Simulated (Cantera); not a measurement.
A freely propagating, adiabatic, planar premixed flame of CH4 : CO : O2 : N2 = 1 : 1.3 : 2.65 : 9.96 (molar parts), equivalence ratio 1.0, unburnt at 425 K and 101000 Pa; mixture-averaged transport, grid criteria slope 0.08 and curve 0.16, no radiation.

Detailed kinetics in Cantera: GRI-Mech 3.0 (53 species, 325 reactions). Burning velocities carry a grid error of a few per cent, more on coarse grids.

x: mole fraction of selected species; z is measured from the peak of heat release.

```tsv
z (mm)	T (K)	u (m/s)	x CH4	x CO	x O2	x C2H6	x NO	x NO2
-1.06	425	0.866	0.0670	0.0872	0.178	<1e-8	<1e-8	<1e-8
-0.705	425	0.867	0.0670	0.0871	0.178	1.59e-8	<1e-8	<1e-8
-0.529	427	0.871	0.0668	0.0870	0.177	1.62e-7	<1e-8	<1e-8
-0.353	448	0.917	0.0657	0.0868	0.176	___	___	___
-0.176	748	1.55	0.0526	0.0883	0.156	0.000187	5.20e-7	3.53e-8
-0.0881	1171	2.44	0.0316	0.0932	0.122	0.000382	1.67e-6	<1e-8
0	1594	3.32	0.00788	0.0963	0.0766	5.28e-5	3.96e-6	<1e-8
0.0881	1774	3.67	0.000550	0.0836	0.0479	2.08e-7	7.12e-6	<1e-8
0.176	1837	3.78	___	___	___	<1e-8	___	<1e-8
0.353	1913	3.90	3.44e-8	0.0527	0.0295	<1e-8	1.44e-5	<1e-8
0.705	2003	4.05	<1e-8	0.0446	0.0252	<1e-8	2.19e-5	<1e-8
1.41	2099	4.22	<1e-8	0.0395	0.0216	<1e-8	3.42e-5	<1e-8
2.82	2189	4.38	<1e-8	0.0335	0.0178	<1e-8	5.65e-5	1.05e-8
```

Task: What belongs in the gaps?

Result: 
- -0.353, x C2H6: 4.13e-6
- -0.353, x NO: 1.47e-8
- -0.353, x NO2: 1.12e-8
- 0.176, x CH4: 1.89e-5
- 0.176, x CO: 0.0681
- 0.176, x O2: 0.0368
- 0.176, x NO: 9.90e-6
